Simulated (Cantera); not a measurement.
Charge: 1 mol Si, 8.8 mol HCl, 0.71 mol N2, equilibrated at 1348 K and 0.810 bar.

Method: chemical equilibrium by Gibbs-energy minimisation in Cantera with the NASA 1993 tables (ideal gas, pure condensed phases). Candidate condensed phases: NH4Cl, Si, Si3N4; 28 gas species. The tables' values for SiCl3 are old estimates; treat these amounts as uncertain. The numbers say what is thermodynamically allowed, not how fast it happens.

Base state: HCl 0.569, H2 0.230, SiCl4 0.112, N2 0.0833, SiCl3 0.00280, SiHCl3 0.00256, SiCl2 0.000353 (mole fractions); condensed: gas only.

Q: What changes in the equilibrium state with this change: 1.3 mol O2 added?

A: 
| species | before | after |
|---|---|---|
| HCl | 0.569 | 0.816 |
| N2 | 0.0833 | 0.0740 |
| H2O | 0 | 0.0508 |
| H2 | 0.230 | 1.45e-7 |
| SiCl4 | 0.112 | 3.14e-8 |
| Cl2 | 1.49e-8 | 0.0485 |
| O2 | 0 | 0.00587 |
| SiCl3 | 0.00280 | <1e-9 |
| SiHCl3 | 0.00256 | <1e-9 |
| SiO2(β-quartz), mol | 0 | 1.00 |
The tables hold silica as quartz up to 1696 K and as liquid above; real silica turns to tridymite and cristobalite and melts near 1996 K. Gases not in the tables: Si(OH)4. Further candidate phases: H2O, SiO2, Si2N2O.

Q: What changes in the equilibrium state with this change: temperature from 1348 K to 1025 K?

A: 
```
species    before    after
-------  --------  -------
HCl         0.569    0.564
H2          0.230    0.235
SiCl4       0.112    0.117
N2         0.0833   0.0834
SiCl2    0.000353  9.30e-8
SiCl3     0.00280  2.28e-5
```

Q: What changes in the equilibrium state with this change: HCl from 8.8 to 14 mol?

A: 
```
species    before     after
-------  --------  --------
HCl         0.569     0.731
H2          0.230     0.144
SiCl4       0.112    0.0709
N2         0.0833    0.0518
SiCl2    0.000353   8.52e-5
SiHCl3    0.00256  0.000795
```
